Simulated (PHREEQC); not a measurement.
Dissolve 0.005 mol/kgw H2SO4 and 0.00036 mol/kgw MgCl2 at 20 °C. It is in equilibrium with CO2 at log p = -3.5 (atm). Otherwise closed; pH follows from the charge balance.

Model: ion-association model, phreeqc.dat, run in PHREEQC.

```csv
quantity,before,after
pH,2.12,2.75
ionic strength (mol/kgw),0.0126,0.00372
Mg+2 (mol/kgw),0.000280,0.000326
HCO3- (mol/kgw),7.52e-10,3.08e-9
```

Question: What was changed between the two runs?
A) H2SO4 replaced by Na2SO4 at the same molality
B) 0.0012 mol/kgw NH3 added
C) H2SO4 left out
D) 0.00025 mol/kgw HBr added
E) H2SO4 from 0.005 to 0.001 mol/kgw

Answer: E, H2SO4 from 0.005 to 0.001 mol/kgw

Precipitation was switched off in this run.
